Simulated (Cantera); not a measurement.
An isothermal, constant-pressure homogeneous reactor starts with 1.66 % CH₂O, 0.674 % O₂, 97.7 % N₂, equivalence ratio 2.5, at 973 K and 3450 Torr.

Computed with Cantera and GRI-Mech 3.0 (53 species, 325 reactions). Below about 1000 K GRI-Mech 3.0 lacks low-temperature oxidation paths.

x: mole fraction; the columns are a selection and need not sum to one.

```
t (s)       x CH₂O      x O₂      x NO   x HCN     x HCO
--------  --------  --------  --------  ------  --------
0.000900    0.0166   0.00673    <1e-12  <1e-12   5.21e-9
0.00161     0.0165   0.00670    <1e-12  <1e-12   1.83e-8
0.00287     0.0162   0.00648    <1e-12  <1e-12       [?]
0.00512     0.0143   0.00536    <1e-12  <1e-12   2.66e-7
0.00914        [?]       [?]    <1e-12  <1e-12       [?]
0.0163     2.89e-8  0.000806  4.26e-11  <1e-12   3.40e-9
0.0291     4.88e-9  0.000720  3.76e-11  <1e-12  4.50e-10
0.0520     2.92e-9  0.000682  3.49e-11  <1e-12  2.32e-10
0.0928     1.90e-9  0.000632  3.40e-11  <1e-12  2.16e-10
0.166      1.38e-9  0.000555  3.30e-11  <1e-12  2.16e-10
0.296      1.10e-9  0.000440  3.10e-11  <1e-12  2.17e-10
0.527     8.37e-10  0.000293  2.73e-11  <1e-12  2.17e-10
0.942     5.57e-10  0.000144  2.10e-11  <1e-12  2.16e-10
1.68      3.40e-10   4.17e-5  1.26e-11  <1e-12  2.13e-10
3.00      2.52e-10   5.16e-6  5.76e-12  <1e-12  1.89e-10
```

Q: Fill in the missing entries.

A: 
- 0.00287, x HCO: 7.70e-8
- 0.00914, x CH₂O: 0.00559
- 0.00914, x O₂: 0.00198
- 0.00914, x HCO: 9.36e-7
